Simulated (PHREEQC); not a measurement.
Brine: speciation

Dissolve 1.2 mol H2SO4, 0.11 mol KCl and 0.42 mol KBr per kg of water at 20 °C. Closed to the air; pH follows from the charge balance.

All values are PHREEQC results (Pitzer model, pitzer.dat), not measurements.

Each row changes one thing in this solution. Precipitation was switched off in this run.

```
case                              pH  ionic strength (mol/kgw)  HSO4- (mol/kgw)  SO4-2 (mol/kgw)  SI of Arcanite (K2SO4)  SI of Sylvite (KCl)
-----------------------------  -----  ------------------------  ---------------  ---------------  ----------------------  -------------------
as made                        -0.31                      2.24            0.943            0.257                   -1.32                -2.46
KBr from 0.42 to 0.21 mol/kgw    ___                      2.08            0.921            0.279                   -1.71                -2.67
diluted 10-fold with water      0.92                     0.247           0.0831           0.0369                   -3.11                -4.38
H2SO4 from 1.2 to 1.8 mol/kgw  -0.64                      3.04             1.45              ___                   -1.33                -2.40
```

**Question.** Fill in the missing entries.

**Answer.** 
- KBr from 0.42 to 0.21 mol/kgw, pH: -0.28
- H2SO4 from 1.2 to 1.8 mol/kgw, SO4-2 (mol/kgw): 0.354

In brines, pH and single-ion activities rest on the MacInnes convention.
